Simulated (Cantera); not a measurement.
Feed: 1 mol SiCl₄, 22 mol N₂, equilibrated at 1200 Torr.

Cantera equilibrium calculation (NASA polynomials, part measured and part estimated; ideal gas, pure solids and liquids). Candidate condensed phases: Si, Si₃N₄; 13 gas species. The tables' values for SiCl₃ are old estimates; treat these amounts as uncertain. Rates play no part.

x: gas mole fraction; nothing condenses.

| T (K) | x N₂ | x SiCl₄ | x Cl | x SiCl₃ |
|---|---|---|---|---|
| 1048 | 0.957 | 0.0435 | (withheld) | 3.47e-7 |
| 1098 | 0.957 | 0.0435 | (withheld) | 9.20e-7 |
| 1148 | 0.957 | 0.0435 | (withheld) | 2.25e-6 |
| 1198 | 0.957 | 0.0435 | (withheld) | 5.12e-6 |
| 1248 | 0.957 | 0.0435 | (withheld) | 1.10e-5 |
| 1298 | 0.957 | 0.0435 | (withheld) | 2.21e-5 |
| 1348 | 0.956 | 0.0434 | (withheld) | 4.25e-5 |
| 1398 | 0.956 | 0.0434 | (withheld) | 7.79e-5 |
| 1448 | 0.956 | 0.0433 | (withheld) | 0.000137 |
| 1498 | 0.956 | 0.0432 | (withheld) | 0.000232 |
| 1548 | 0.956 | 0.0431 | (withheld) | 0.000378 |
| 1598 | 0.956 | 0.0428 | (withheld) | 0.000596 |
| 1648 | 0.956 | 0.0425 | (withheld) | 0.000911 |
| 1698 | 0.955 | 0.0420 | (withheld) | 0.00135 |

Q: Complete the blanks.

A: 
- 1048, x Cl: 1.77e-7
- 1098, x Cl: 5.22e-7
- 1148, x Cl: 1.39e-6
- 1198, x Cl: 3.40e-6
- 1248, x Cl: 7.73e-6
- 1298, x Cl: 1.64e-5
- 1348, x Cl: 3.30e-5
- 1398, x Cl: 6.29e-5
- 1448, x Cl: 0.000115
- 1498, x Cl: 0.000201
- 1548, x Cl: 0.000339
- 1598, x Cl: 0.000554
- 1648, x Cl: 0.000879
- 1698, x Cl: 0.00136
